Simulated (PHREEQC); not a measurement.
## Alkaline etch or developer

A solution holds 0.13 mol CsOH, 0.0002 mol H3BO3 and 0.0033 mol K2CO3 per kg of water, at 25 °C. Closed to the air; pH follows from the charge balance.

Computed with PHREEQC (ion-association model, wateq4f.dat).

| Property | Value |
|---|---|
| pH | 12.98 |
| ionic strength | 0.140 mol/kgw |
| total alkalinity | 137 meq/kg |

```csv
species,molality,activity,log γ
Cs+,0.130,0.0992,-0.117
OH-,0.130,0.0955,-0.133
K+,0.00660,0.00488,-0.131
CO3-2,0.00330,0.00115,-0.459
H2BO3-,0.000200,0.000143,-0.146
HCO3-,3.32e-6,2.55e-6,-0.115
H3BO3,2.51e-8,2.59e-8,0.014
```

This is a speciation only: nothing precipitates in the calculation. Species that the database lacks are ignored.
